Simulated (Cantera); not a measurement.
A Cantera script and its output.

```python
import numpy as np
import cantera as ct

gas = ct.Solution("gri30.yaml")
gas.TPX = 1375, 2666, {'H2': 0.018, 'O2': 1}
reactor = ct.IdealGasConstPressureReactor(gas, energy="off", clone=False)
net = ct.ReactorNet([reactor])
net.rtol, net.atol = 1e-08, 1e-18
show = ['H2', 'O2', 'O', 'HO2', 'H']
times = np.geomspace(1e-05, 20, 14)

steps = ct.SolutionArray(gas, extra=["t"])
rows = []
print(f"{'t/s':>10s}{'T/K':>9s}{'P/Pa':>11s}" + "".join(f"{s:>11s}" for s in show))
for t in times:
    while net.time < t:
        t_next = net.step()
        steps.append(gas.state, t=t_next)
    rows.append([np.interp(t, steps.t, y) for y in (steps.T, steps.P, *steps(*show).X.T)])
    print(f"{t:10.3e}{rows[-1][0]:9.1f}{rows[-1][1]:11.4g}" + "".join(f"{x:11.3e}" for x in rows[-1][2:]))
rate = np.gradient(steps.T, steps.t)
print("integrator steps:", len(steps.t))
if steps.T.max() > steps.T[0] + 200:
    print(f"time of steepest temperature rise: {steps.t[rate.argmax()]:.4e} s")
gas.TPX = 1375, 2666, {'H2': 0.018, 'O2': 1}
gas.equilibrate("TP")
print(f"equilibrium (TP): T = {gas.T:.1f} K  " + "  ".join(f"{s} {gas[s].X[0]:.3e}" for s in show))
```

Output:

```
       t/s      T/K       P/Pa         H2         O2          O        HO2          H
 1.000e-05   1375.0       2666  1.768e-02  9.823e-01  1.989e-09  5.711e-09  3.815e-09
 3.053e-05   1375.0       2666  1.768e-02  9.823e-01  1.221e-08  1.744e-08  7.145e-09
 9.319e-05   1375.0       2666  1.768e-02  9.823e-01  6.787e-08  5.326e-08  1.650e-08
 2.845e-04   1375.0       2666  1.768e-02  9.823e-01  7.639e-07  1.634e-07  1.260e-07
 8.685e-04   1375.0       2666  1.727e-02  9.819e-01  2.485e-04  8.593e-07  3.906e-05
 2.651e-03   1375.0       2666  1.295e-04  9.662e-01  1.457e-02  1.567e-06  8.787e-04
 8.094e-03   1375.0       2666  1.081e-04  9.676e-01  1.325e-02  1.482e-06  7.471e-04
 2.471e-02   1375.0       2666  8.321e-05  9.711e-01  1.005e-02  1.307e-06  4.959e-04
 7.543e-02   1375.0       2666  4.317e-05  9.764e-01  5.094e-03  9.308e-07  1.806e-04
 2.303e-01   1375.0       2666  1.227e-05  9.804e-01  1.419e-03  4.400e-07  2.680e-05
 7.030e-01   1375.0       2666  2.198e-06  9.818e-01  2.518e-04  1.325e-07  2.015e-06
 2.146e+00   1375.0       2666  3.636e-07  9.821e-01  4.155e-05  4.015e-08  1.355e-07
 6.551e+00   1375.0       2666  7.638e-08  9.821e-01  8.741e-06  3.187e-08  1.309e-08
 2.000e+01   1375.0       2666  3.539e-08  9.821e-01  4.058e-06  3.922e-08  4.147e-09
integrator steps: 1592
equilibrium (TP): T = 1375.0 K  H2 3.391e-08  O2 9.821e-01  O 3.889e-06  HO2 3.981e-08  H 3.890e-09
```

Detailed kinetics in Cantera: GRI-Mech 3.0 (53 species, 325 reactions). Radical loss at walls, strong at low pressure, is not modelled.
